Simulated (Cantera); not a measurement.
## Transport properties of process gases

Gas mixture: N2 = 0.25 (molar parts), at 1.58 Torr, frozen composition.

Cantera's kinetic-theory transport with the Lennard-Jones parameters of GRI-Mech 3.0, ideal gas; thermal conductivity in the multicomponent form.

| T (K) | ρ (kg/m³) | cp (J/kg/K) | μ (µPa s) | λ (mW/m/K) | Pr | D (cm²/s) O | D (cm²/s) C2H2 | D (cm²/s) H |
|---|---|---|---|---|---|---|---|---|
| 400 | 0.00177 | 1047 | 22.3 | 32.9 | 0.710 | 257 | 135 | 981 |
| 500 | 0.00142 | 1058 | 26.1 | 39.1 | 0.708 | 377 | 201 | 1450 |
| 600 | 0.00118 | 1074 | 29.6 | 45.0 | 0.706 | 513 | 275 | 1980 |
| 700 | 0.00101 | 1095 | 32.8 | 50.9 | 0.706 | 664 | 358 | 2570 |
| 800 | 0.000884 | 1121 | 35.8 | 56.9 | 0.706 | 830 | 450 | 3220 |
| 900 | 0.000786 | 1147 | 38.7 | 62.9 | 0.706 | 1010 | 549 | 3920 |
| 1000 | 0.000708 | 1169 | 41.5 | 68.8 | 0.706 | 1200 | 656 | 4680 |
| 1100 | 0.000643 | 1187 | 44.2 | 74.3 | 0.706 | 1410 | 770 | 5490 |
D: mixture-averaged diffusion coefficient of that species in the mixture.
